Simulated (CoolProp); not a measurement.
Properties of sulfur dioxide along the isobar 0.101 MPa (Tc = 157.5 °C, pc = 7.887 MPa, ω = 0.256).

Model: reference Helmholtz-energy equation of state, Gao 2016, in CoolProp.

| T (°C) | phase | Z | cp (kJ/(kg K)) | speed of sound (m/s) | isothermal compressibility (1/MPa) |
|---|---|---|---|---|---|
| -5.05 | gas | (withheld) | 0.6483 | (withheld) | 10.17 |
| 11.75 | gas | 0.9799 | 0.6479 | 213.9 | 10.11 |
| 28.45 | gas | 0.9839 | 0.6499 | 220.1 | 10.07 |
| 45.15 | gas | 0.9869 | 0.6537 | 226.1 | 10.03 |
| 61.95 | gas | 0.9891 | 0.6589 | 231.9 | 10.01 |
| 78.65 | gas | 0.9909 | 0.6649 | 237.4 | 9.993 |
| 95.35 | gas | 0.9923 | (withheld) | 242.8 | 9.978 |
| 112.15 | gas | 0.9934 | 0.6788 | 248.0 | 9.967 |
| 128.85 | gas | 0.9943 | 0.6862 | (withheld) | 9.958 |
| 145.65 | gas | 0.9951 | 0.6938 | 258.0 | 9.950 |
| 162.35 | gas | 0.9957 | 0.7013 | 262.9 | 9.944 |
| 179.05 | gas | 0.9962 | 0.7088 | 267.6 | 9.938 |
| 195.85 | gas | 0.9967 | 0.7161 | 272.3 | 9.934 |

Q: Fill in the missing entries.

A: 
- -5.05, Z: 0.9744
- -5.05, speed of sound (m/s): 207.4
- 95.35, cp (kJ/(kg K)): 0.6716
- 128.85, speed of sound (m/s): 253.1
